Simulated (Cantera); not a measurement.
An adiabatic, constant-pressure homogeneous reactor starts with H2 : O2 : N2 : H2O = 1 : 0.962 : 3.62 : 1.1 (molar parts), at 1348 K and 38000 Pa. Integrator tolerance rtol = 1e-08.

Model: GRI-Mech 3.0 (53 species, 325 reactions), integrated in Cantera.

Q: What does this change do: initial temperature 1348 to 1373 K?

A: 
| quantity | before | after |
|---|---|---|
| time of steepest temperature rise | 76.3 µs | 69.2 µs |
| temperature at 6.00 s | 2250 K | 2266 K |
| equilibrium temperature | 2250 K | 2266 K |
| x(H2) at 6.00 s | 0.00316 (gas-phase equilibrium 0.00316) | 0.00347 (gas-phase equilibrium 0.00347) |
| x(O2) at 6.00 s | 0.0691 (gas-phase equilibrium 0.0691) | 0.0689 (gas-phase equilibrium 0.0689) |
| x(H2O) at 6.00 s | 0.329 (gas-phase equilibrium 0.329) | 0.328 (gas-phase equilibrium 0.328) |
| x(NO2) at 6.00 s | 2.93e-6 (gas-phase equilibrium 2.93e-6) | 2.96e-6 (gas-phase equilibrium 2.96e-6) |
| x(N2O) at 6.00 s | 2.04e-7 (gas-phase equilibrium 2.04e-7) | 2.11e-7 (gas-phase equilibrium 2.11e-7) |
| x(O) at 6.00 s | 0.00158 (gas-phase equilibrium 0.00158) | 0.00174 (gas-phase equilibrium 0.00174) |
| x(H) at 6.00 s | 0.000681 (gas-phase equilibrium 0.000681) | 0.000780 (gas-phase equilibrium 0.000780) |
